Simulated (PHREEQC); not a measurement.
Consider water at 51 °C with 0.0015 mol/kgw H2SO4, 0.11 mol/kgw ZnSO4 and 0.001 mol/kgw MgSO4. Closed to the air; pH follows from the charge balance.

Computed with PHREEQC (ion-association model, wateq4f.dat).

Question: The ionic strength comes out as 0.209 mol/kgw. What activity coefficients do Mg+2, Zn+2, Zn(SO4)2-2, H+, SO4-2 get?

Answer: Mg+2 0.32, Zn+2 0.31, Zn(SO4)2-2 0.29, H+ 0.79, SO4-2 0.27.

No solid was allowed to form. Complexes and solids missing from the database can't appear. Away from 25 °C the constants follow the database's enthalpies or fits; those with neither stay at their 25 °C values.
